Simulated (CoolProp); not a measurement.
CH2F2 (R32) at 292.91 K and 2.44 MPa flows at 3.8 m/s in a round tube of 4.6 mm bore and 0.25 µm roughness, fully developed (64/Re and Nu = 3.66 if laminar; Colebrook and Gnielinski if turbulent). Each further row changes one setting.

Computed with CoolProp (reference Helmholtz-energy equation of state, Tillner-Roth 1997).

```json
[
 {"case": "as stated", "Reynolds number": "142000", "Darcy friction factor": "0.0171", "pressure drop (Pa/m)": "26500", "heat-transfer coefficient (W/(m² K))": "12100", "mass flow (kg/h)": "225"},
 {"case": "velocity 7.6 m/s", "Reynolds number": "284000", "Darcy friction factor": "0.0151", "pressure drop (Pa/m)": "93900", "heat-transfer coefficient (W/(m² K))": "21800", "mass flow (kg/h)": "449"},
 {"case": "diameter 9.2 mm", "Reynolds number": "284000", "Darcy friction factor": "0.0149", "pressure drop (Pa/m)": "11500", "heat-transfer coefficient (W/(m² K))": "10700", "mass flow (kg/h)": "898"}
]
```

Viscosity comes from a separate model (Bell 2016), an estimate that may be off by 10 % or more. Thermal conductivity comes from a separate model (Huber 2003), an estimate that may be off by 10 % or more.
